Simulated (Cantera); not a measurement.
Input: 1 mol TEOS, 2.5 mol O3, 3.2 mol H2, at 22.0 Pa.

These are equilibrium values from Cantera (NASA tables, ideal gas, pure condensed phases), not measurements of a reactor. Candidate condensed phases: C, C6H6, C7H8, C8H18, H2O, Si, SiC, SiO2; 123 gas species. The feed counts by its element totals alone. The numbers say what is thermodynamically allowed, not how fast it happens. All values below are at 948 K.

Base state: H2 0.588, CO 0.341, CO2 0.0362, H2O 0.0345 (mole fractions); condensed: SiO2(β-quartz).

**Question.** What changes in the equilibrium state with this change: TEOS replaced by Si2H6?

**Answer.** 
```tsv
species	before	after
H2O	0.0345	0.565
H2	0.588	0.435
CO	0.341	0
CO2	0.0362	0
SiO2(β-quartz), mol	1.00	2.00
```
